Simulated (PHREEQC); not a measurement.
# Polishing slurry liquid (model solution)

A solution holds 5 mmol/kgw K2CO3 and 86 mmol/kgw KH2PO4, at 20 °C and 500 atm. Closed to the air; pH follows from the charge balance.

Model: ion-association model, phreeqc.dat, run in PHREEQC.

```json
{
 "pH": "5.71",
 "ionic_strength": "0.104 mol/kgw",
 "specific_conductance": "7700 µS/cm",
 "density": "1.029 g/cm³",
 "total_alkalinity": "10.0 meq/kg"
}
```

```
species  molality  activity   log γ
-------  --------  --------  ------
K+         0.0956    0.0734  -0.115
H2PO4-     0.0776    0.0614  -0.101
HPO4-2    0.00803   0.00308  -0.417
CO2       0.00340   0.00348   0.010
HCO3-     0.00160   0.00127  -0.101
KHPO4-   0.000382  0.000303  -0.101
H3PO4     1.27e-5   1.30e-5   0.010
H+        2.37e-6   1.97e-6  -0.082
(CO2)2    1.83e-7   1.88e-7   0.010
CO3-2     1.18e-7   4.64e-8  -0.406
PO4-3     1.10e-8   1.08e-9  -1.007
OH-       6.78e-9   5.19e-9  -0.116
```

No solid was allowed to form. Complexes and solids missing from the database can't appear. Under pressure, the constants of complexes without a molar volume in the database are unreliable.
